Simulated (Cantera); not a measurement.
Input: 1 mol Al, 0.069 mol HCl, 0.59 mol O2, equilibrated at 777 °C and 2.70 bar.

Cantera equilibrium calculation (NASA polynomials, part measured and part estimated; ideal gas, pure solids and liquids). Candidate condensed phases: Al, AlCl3, Al2O3, H2O; 29 gas species. Mutual solubility and eutectic melting of coexisting phases are not modelled. The tables' values for AlCl2 are old estimates; treat these amounts as uncertain. Kinetics and transport are ignored.

Base state: H2 0.609, AlCl3 0.365, Al2Cl6 0.0185, AlCl 0.00418, AlCl2 0.00410, HCl 8.07e-5 (mole fractions); condensed: Al(l) + Al2O3(s).

**Question.** What changes in the equilibrium state with this change: pressure from 2.70 bar to 0.0310 bar?

**Answer.** 
| species | before | after |
|---|---|---|
| H2 | 0.609 | 0.565 |
| AlCl3 | 0.365 | 0.338 |
| AlCl | 0.00418 | 0.0801 |
| Al2Cl6 | 0.0185 | 0.000182 |
| AlCl2 | 0.00410 | 0.0173 |
| HCl | 8.07e-5 | 0.000159 |
| Al(l), mol | 0.190 | 0.187 |
| Al2O3(s), mol | 0.393 | 0.393 |

**Question.** What changes in the equilibrium state with this change: temperature from 777 °C to 527 °C?

**Answer.** 
```json
[
 {"species": "H2", "before": "0.609", "after": "0.699"},
 {"species": "Al2Cl6", "before": "0.0185", "after": "0.165"},
 {"species": "AlCl3", "before": "0.365", "after": "0.135"},
 {"species": "AlCl", "before": "0.00418", "after": "2.37e-5"},
 {"species": "AlCl2", "before": "0.00410", "after": "5.10e-5"},
 {"species": "HCl", "before": "8.07e-5", "after": "1.56e-6"},
 {"species": "Al(l), mol", "before": "0.190", "after": "0"},
 {"species": "Al2O3(s), mol", "before": "0.393", "after": "0.393"},
 {"species": "Al(s), mol", "before": "0", "after": "0.190"}
]
```
Condensed phases not in the tables: AlOCl.
